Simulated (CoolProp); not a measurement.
Vapour-liquid equilibrium of R22 (1) + n-pentane (2) at 0.136 bar; x and y are mole fractions of (1).

Values from CoolProp's multi-fluid Helmholtz-energy mixture model, Kamei 1995 and Thol 2019; pair parameters Bell 2016.

```tsv
x	bubble temperature, mixture model (K)	bubble temperature, Raoult's law (K)	y, mixture model	y, Raoult's law
0.05	229.6	244.0	0.849	0.625
0.125	213.9	230.5	0.956	0.853
0.2	207.3	222.6	0.976	0.923
0.275	203.9	217.2	0.984	0.954
0.35	202.0	213.2	0.987	0.970
0.425	200.9	210.1	0.989	0.979
0.5	200.3	207.5	0.990	0.986
0.575	199.9	205.3	0.990	0.990
0.65	199.6	203.4	0.991	0.993
0.725	199.3	201.7	0.991	0.995
0.8	198.9	200.3	0.992	0.997
0.875	198.4	198.9	0.994	0.998
0.95	197.6	197.7	0.997	0.999
```

The largest gap from Raoult's law is -16.6 K in bubble temperature, at x = 0.125. No azeotrope shows between x = 0.05 and 0.95.

Pair parameters are fitted to limited data, so mixtures are less certain than the pure fluids. With so large a gap from Raoult's law the liquid may split in two, which this calculation doesn't test in full.
